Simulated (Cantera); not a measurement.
Feed: 1 mol Fe(CO)5, 4.6 mol CO, 5.2 mol N2, equilibrated at 0.133 bar.

Method: chemical equilibrium by Gibbs-energy minimisation in Cantera with the NASA 1993 tables (ideal gas, pure condensed phases). Candidate condensed phases: C, Fe, Fe(CO)5, FeO, Fe2O3, Fe3O4; 27 gas species. Condensed phases not in the tables: cementite and carbon dissolved in iron. The numbers say what is thermodynamically allowed, not how fast it happens.

Q: At 1002 °C, list the 3 most abundant gas species with their mole fractions, and the condensed phases.

A: CO 0.648, N2 0.351, CO2 0.000393. Condensed: C(graphite) + Fe(γ).
